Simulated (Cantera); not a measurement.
A Cantera script and what it prints.

```python
import numpy as np
import cantera as ct

gas_names = [...]  # 114 gases of nasa_gas.yaml made of C, Fe, H, O
cond_names = """
    C(gr) C6H6(L) C7H8(L) C8H18(L),n-octa Fe(a) Fe(c) Fe(d) Fe(L) FeC5O5(L) FeO(s) FeO(L) Fe(OH)2(s)
    Fe(OH)3(s) Fe2O3(s) Fe3O4(s) H2O(s) H2O(L)
""".split()


# ... load() reads the species with a 1 bar reference pressure and builds the phases ...
atoms = {
    'Fe3O4': {'Fe': 3, 'O': 4},
    'C': {'C': 1},
    'H2': {'H': 2},
}
top_T = {'C(gr)': 4500, 'Fe2O3(s)': 1830, 'Fe3O4(s)': 1870}  # K; cautious upper limits of use, not melting points


# ... equilibrate(T, P, feed) seeds the gas with the atoms and calls Mixture.equilibrate('TP', solver="vcs", rtol=1e-11, max_steps=5000) ...
results = []
feed = {'Fe3O4': 1, 'C': 0.5, 'H2': 0.92}  # mol
P = 101325  # Pa
for T in [1125, 1225, 1325, 1425, 1525, 1625, 1725, 1825, 1925, 2025, 2125, 2225, 2325]:
    mix = equilibrate(T, P, feed)
    results.append((T, P, feed, dict(zip(mix.species_names, mix.species_moles))))

top = {s: max(r[3][s] / sum(r[3][g] for g in gas_names) for r in results) for s in gas_names}
cols = sorted((s for s in top if top[s] > 1e-06), key=lambda s: -top[s])[:7]
seen = [c for c in cond_names if any(r[3].get(c, 0) > 1e-12 for r in results)]
print("log10 of partial pressures in bar; condensed amounts in mol")
print(f"{'T/K':>10s}" + "".join(f"{s[:9]:>10s}" for s in cols + seen))
for T, P, feed, n in results:
    ng = sum(n[g] for g in gas_names)
    print(f"{T:10.4g}" + "".join(f"{np.log10(max(n[s] / ng * P / 1e5, 1e-99)):10.3f}" for s in cols)
          + "".join(f"{n.get(c, 0):10.4g}" for c in seen))
```

Result:

```
log10 of partial pressures in bar; condensed amounts in mol
       T/K        H2       H2O        CO       CO2         H        Fe        OH    FeO(s)    FeO(L)
      1125    -0.377    -0.627    -0.627    -0.918    -7.541   -11.845   -10.074         3         0
      1225    -0.392    -0.600    -0.600    -0.975    -6.702   -10.277    -8.952         3         0
      1325    -0.405    -0.581    -0.581    -1.027    -5.989    -8.951    -8.000         3         0
      1425    -0.415    -0.565    -0.565    -1.072    -5.374    -7.817    -7.184         3         0
      1525    -0.424    -0.553    -0.553    -1.113    -4.838    -6.835    -6.476         3         0
      1625    -0.431    -0.544    -0.544    -1.149    -4.367    -5.979    -5.855         3         0
      1725    -0.437    -0.536    -0.536    -1.182    -3.950    -5.259    -5.308         0         3
      1825    -0.442    -0.530    -0.530    -1.211    -3.577    -4.632    -4.820         0         3
      1925    -0.447    -0.525    -0.525    -1.237    -3.243    -4.075    -4.384         0         3
      2025    -0.451    -0.521    -0.521    -1.260    -2.941    -3.575    -3.991         0     2.999
      2125    -0.456    -0.517    -0.518    -1.280    -2.668    -3.127    -3.635         0     2.999
      2225    -0.462    -0.514    -0.516    -1.298    -2.419    -2.723    -3.311         0     2.997
      2325    -0.470    -0.511    -0.516    -1.312    -2.193    -2.360    -3.013         0     2.993
```

These are equilibrium values from Cantera (NASA tables, ideal gas, pure condensed phases), not measurements of a reactor. The tables' stoichiometric FeO is somewhat more stable than real wüstite, so its field is too wide. FeO: taken at fixed stoichiometry.
